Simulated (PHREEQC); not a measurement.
PHREEQC input (ion-association model, wateq4f.dat):

```
SOLUTION_MASTER_SPECIES
  An  An-  0  An  62.0  # stands for a non-complexing anion
SOLUTION_SPECIES
  An- = An-
    -log_k 0
    -gamma 3.0 0
  PO4-3 + 3H+ = H3PO4  # constants of phreeqc.dat
    -log_k 21.721
    -delta_h -10.1 kJ
PHASES
  Fix_H+
    H+ = H+
    -log_k 0
SOLUTION 1
  temp 25
  units mmol/kgw
  pH 7 charge
  P 3.9e-05
  Na 1.00344
  As(5) 0.0017
  Cl 0.00084
  Ni 0.00042
  An 1
END
SELECTED_OUTPUT 1
  -reset false
  -pH true
  -pe true
  -ionic_strength true
  -water true
  -totals As Cl Na Ni P As(3) As(5)
  -molalities Hfo_wOH Hfo_wOH2+ Hfo_wO- Hfo_sOH Hfo_sOH2+ Hfo_sO- Hfo_wH2AsO4 Hfo_wHAsO4- Hfo_wOHAsO4-3 Hfo_wH2PO4
    Hfo_wHPO4- Hfo_wPO4-2 Hfo_sONi+ Hfo_wONi+
  -saturation_indices Ni(OH)2 Ni3(PO4)2 Ni3(AsO4)2:8H2O Halite
USER_PUNCH 1
  -headings sigma psi
  10 PUNCH EDL("sigma", "Hfo"), EDL("psi", "Hfo")
PRINT
  -reset false
USE solution 1
SURFACE 1
  Hfo_wOH 2.92135e-05 600 0.013
  Hfo_sOH 7.30337e-07
EQUILIBRIUM_PHASES 1
  Fix_H+ -3 HAn 10
    -force_equality true
  O2(g) -0.68 10
END
# ... the last block is repeated for the other 16 points of pH, with NaOH or the acid as the point needs
```

Selected output (columns that matter, 17 of 17 rows; pH added in front):

```
pH	mu	As	Na	Ni	P	m_Hfo_wOH	m_Hfo_wOH2+	m_Hfo_wO-	si_Ni(OH)2	si_Ni3(PO4)2	si_Ni3(AsO4)2:8H2O	si_Halite	sigma	psi
3	0.0020621	8.4283e-12	0.0010034	4.2e-07	9.6493e-13	7.5334e-06	1.9876e-05	6.5413e-08	-11.264	-39.386	-41.845	-10.7	0.22897	0.22886
3.38	0.0014455	5.6299e-12	0.0010034	4.2e-07	7.0165e-13	1.1366e-05	1.5923e-05	1.8585e-07	-10.491	-38.032	-40.544	-10.693	0.16985	0.22264
3.75	0.0011942	5.337e-12	0.0010034	4.2e-07	7.7633e-13	1.4057e-05	1.3071e-05	3.4633e-07	-9.7442	-36.414	-39.05	-10.69	0.12375	0.21128
4.12	0.0010869	6.1711e-12	0.0010034	4.2e-07	1.0779e-12	1.591e-05	1.1039e-05	5.2533e-07	-9.0012	-34.626	-37.418	-10.688	0.08925	0.19692
4.5	0.00104	8.2829e-12	0.0010034	4.1999e-07	1.7389e-12	1.7225e-05	9.5371e-06	7.1267e-07	-8.2399	-32.682	-35.631	-10.688	0.063071	0.18023
4.88	0.0010201	1.256e-11	0.0010034	4.1994e-07	3.0997e-12	1.8128e-05	8.456e-06	8.9032e-07	-7.4794	-30.658	-33.748	-10.688	0.043901	0.16216
5.25	0.0010117	2.094e-11	0.0010034	4.197e-07	5.8754e-12	1.8729e-05	7.7026e-06	1.0432e-06	-6.7394	-28.628	-31.829	-10.687	0.030351	0.1435
5.62	0.001008	3.8448e-11	0.0010034	4.1849e-07	1.1902e-11	1.9135e-05	7.1694e-06	1.17e-06	-6.0005	-26.552	-29.84	-10.687	0.020642	0.12401
6	0.0010063	7.9019e-11	0.0010034	4.1194e-07	2.6291e-11	1.9415e-05	6.7868e-06	1.2724e-06	-5.2474	-24.397	-27.751	-10.687	0.013648	0.10331
6.38	0.0010054	1.7997e-10	0.0010034	3.8054e-07	6.2839e-11	1.9609e-05	6.5108e-06	1.3529e-06	-4.5219	-22.299	-25.703	-10.687	0.0088268	0.082157
6.75	0.0010047	4.5077e-10	0.0010034	2.8353e-07	1.6243e-10	1.976e-05	6.2836e-06	1.4235e-06	-3.9098	-20.53	-23.974	-10.687	0.0055766	0.061379
7.12	0.0010041	1.3244e-09	0.0010034	1.3872e-07	4.8519e-10	1.9888e-05	6.0771e-06	1.491e-06	-3.4807	-19.31	-22.787	-10.687	0.0032446	0.040515
7.5	0.0010037	4.9317e-09	0.0010034	4.0304e-08	1.7753e-09	1.9985e-05	5.916e-06	1.5466e-06	-3.2585	-18.72	-22.201	-10.687	0.0013944	0.018852
7.88	0.0010035	2.1499e-08	0.0010034	8.3494e-09	6.86e-09	2.0085e-05	5.7811e-06	1.5985e-06	-3.1847	-18.669	-22.06	-10.687	-0.0002104	-0.0029073
8.25	0.0010035	9.0334e-08	0.0010034	1.6531e-09	1.9294e-08	2.0282e-05	5.5703e-06	1.6918e-06	-3.1544	-19.077	-22.126	-10.687	-0.0017668	-0.023589
8.62	0.0010063	3.0208e-07	0.0010061	3.4499e-10	3.1573e-08	2.0725e-05	5.1207e-06	1.9216e-06	-3.1124	-19.965	-22.398	-10.686	-0.0034671	-0.04276
9	0.0010136	6.9767e-07	0.0010131	8.0642e-11	3.6843e-08	2.1394e-05	4.3814e-06	2.3931e-06	-3.0391	-21.114	-22.957	-10.683	-0.0054764	-0.060418
```

Complexes and solids missing from the database can't appear. H3PO4, which wateq4f.dat lacks, is added to it with the constant of phreeqc.dat. The database has no phosphate complexes of Ni. The database has no arsenate complexes of Ni. The oxide is taken as insoluble; below pH 4 it would dissolve.
